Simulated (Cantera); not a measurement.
Input: 1 mol CaCO3, 0.043 mol H2, 0.028 mol O2, at 1423.15 K and 0.133 bar.

Method: chemical equilibrium by Gibbs-energy minimisation in Cantera with the NASA 1993 tables (ideal gas, pure condensed phases). Candidate condensed phases: C, C6H6, C7H8, C8H18, Ca, CaCO3, CaO, Ca(OH)2, H2O; 115 gas species. Rates play no part.

Base state: CO2 0.953, H2O 0.0410, O2 0.00621, CO 4.81e-5, OH 1.70e-5 (mole fractions); condensed: CaO(s).

What changes in the equilibrium state with this change: pressure from 0.133 bar to 13.0 Pa?


```csv
species,before,after
CO2,0.953,0.951
H2O,0.0410,0.0409
O2,0.00621,0.00690
CO,4.81e-5,0.00146
H2,9.12e-7,2.76e-5
OH,1.70e-5,9.85e-5
"CaO(s), mol",1.00,1.00
```
